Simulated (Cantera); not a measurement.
# Equilibrium for silicon oxide and oxynitride deposition: Si2H6 + O3

Input: 1 mol Si2H6, 0.73 mol O3, equilibrated at 1.00 bar.

Cantera equilibrium calculation (NASA polynomials, part measured and part estimated; ideal gas, pure solids and liquids). Candidate condensed phases: H2O, Si, SiO2; 18 gas species. The feed counts by its element totals alone. Each liquid is taken as pure. Mutual solubility and eutectic melting of coexisting phases are not modelled. The tables hold silica as quartz up to 1696 K and as liquid above; real silica turns to tridymite and cristobalite and melts near 1996 K. Gases not in the tables: Si2H6 and higher silanes. The numbers say what is thermodynamically allowed, not how fast it happens.

```json
[
 {"T (K)": "873", "x H2": "1.00", "x SiO": "1.18e-12", "x H": "4.68e-11", "x H2O": "2.67e-11", "x SiH2": "1.37e-12", "x Si": "<1e-12", "x SiH": "<1e-12", "x SiH4": "2.74e-7", "n Si(s)": "0.905", "n SiO2(β-quartz)": "1.09", "n Si(l)": "0", "n SiO2(condensed)": "0"},
 {"T (K)": "973", "x H2": "1.00", "x SiO": "1.63e-10", "x H": "1.08e-9", "x H2O": "4.92e-10", "x SiH2": "4.19e-11", "x Si": "<1e-12", "x SiH": "<1e-12", "x SiH4": "3.81e-7", "n Si(s)": "0.905", "n SiO2(β-quartz)": "1.09", "n Si(l)": "0", "n SiO2(condensed)": "0"},
 {"T (K)": "1073", "x H2": "1.000", "x SiO": "8.89e-9", "x H": "1.40e-8", "x H2O": "5.19e-9", "x SiH2": "6.77e-10", "x Si": "<1e-12", "x SiH": "<1e-12", "x SiH4": "4.96e-7", "n Si(s)": "0.905", "n SiO2(β-quartz)": "1.09", "n Si(l)": "0", "n SiO2(condensed)": "0"},
 {"T (K)": "1173", "x H2": "1.000", "x SiO": "2.42e-7", "x H": "1.18e-7", "x H2O": "3.63e-8", "x SiH2": "6.81e-9", "x Si": "<1e-12", "x SiH": "8.86e-12", "x SiH4": "6.16e-7", "n Si(s)": "0.905", "n SiO2(β-quartz)": "1.09", "n Si(l)": "0", "n SiO2(condensed)": "0"},
 {"T (K)": "1273", "x H2": "1.000", "x SiO": "3.88e-6", "x H": "7.13e-7", "x H2O": "1.86e-7", "x SiH2": "4.76e-8", "x Si": "1.80e-11", "x SiH": "1.74e-10", "x SiH4": "7.40e-7", "n Si(s)": "0.905", "n SiO2(β-quartz)": "1.09", "n Si(l)": "0", "n SiO2(condensed)": "0"},
 {"T (K)": "1373", "x H2": "1.000", "x SiO": "4.11e-5", "x H": "3.33e-6", "x H2O": "7.45e-7", "x SiH2": "2.51e-7", "x Si": "3.88e-10", "x SiH": "2.20e-9", "x SiH4": "8.66e-7", "n Si(s)": "0.905", "n SiO2(β-quartz)": "1.09", "n Si(l)": "0", "n SiO2(condensed)": "0"},
 {"T (K)": "1473", "x H2": "1.000", "x SiO": "0.000314", "x H": "1.26e-5", "x H2O": "2.46e-6", "x SiH2": "1.05e-6", "x Si": "5.47e-9", "x SiH": "1.97e-8", "x SiH4": "9.91e-7", "n Si(s)": "0.905", "n SiO2(β-quartz)": "1.09", "n Si(l)": "0", "n SiO2(condensed)": "0"},
 {"T (K)": "1573", "x H2": "0.998", "x SiO": "0.00184", "x H": "4.06e-5", "x H2O": "6.95e-6", "x SiH2": "3.66e-6", "x Si": "5.50e-8", "x SiH": "1.32e-7", "x SiH4": "1.11e-6", "n Si(s)": "0.902", "n SiO2(β-quartz)": "1.09", "n Si(l)": "0", "n SiO2(condensed)": "0"},
 {"T (K)": "1673", "x H2": "0.991", "x SiO": "0.00864", "x H": "0.000113", "x H2O": "1.72e-5", "x SiH2": "1.09e-5", "x Si": "4.18e-7", "x SiH": "7.03e-7", "x SiH4": "1.22e-6", "n Si(s)": "0.892", "n SiO2(β-quartz)": "1.08", "n Si(l)": "0", "n SiO2(condensed)": "0"},
 {"T (K)": "1773", "x H2": "0.969", "x SiO": "0.0308", "x H": "0.000280", "x H2O": "4.04e-5", "x SiH2": "2.39e-5", "x Si": "2.13e-6", "x SiH": "2.59e-6", "x SiH4": "1.09e-6", "n Si(s)": "0", "n SiO2(β-quartz)": "0", "n Si(l)": "0.857", "n SiO2(condensed)": "1.05"},
 {"T (K)": "1873", "x H2": "0.906", "x SiO": "0.0935", "x H": "0.000614", "x H2O": "8.33e-5", "x SiH2": "4.44e-5", "x Si": "8.82e-6", "x SiH": "7.82e-6", "x SiH4": "8.65e-7", "n Si(s)": "0", "n SiO2(β-quartz)": "0", "n Si(l)": "0.750", "n SiO2(condensed)": "0.940"},
 {"T (K)": "1973", "x H2": "0.747", "x SiO": "0.252", "x H": "0.00117", "x H2O": "0.000139", "x SiH2": "6.79e-5", "x Si": "3.16e-5", "x SiH": "1.97e-5", "x SiH4": "5.41e-7", "n Si(s)": "0", "n SiO2(β-quartz)": "0", "n Si(l)": "0.400", "n SiO2(condensed)": "0.590"}
]
```
x: gas mole fraction; n: condensed amount in mol.

From 873 K to 1673 K the condensed part is Si(s) + SiO2(β-quartz). From 1773 K to 1973 K the condensed part is Si(l) + SiO2(condensed). The main Si-bearing gas is SiH4 at 873 K and SiO at 1973 K.
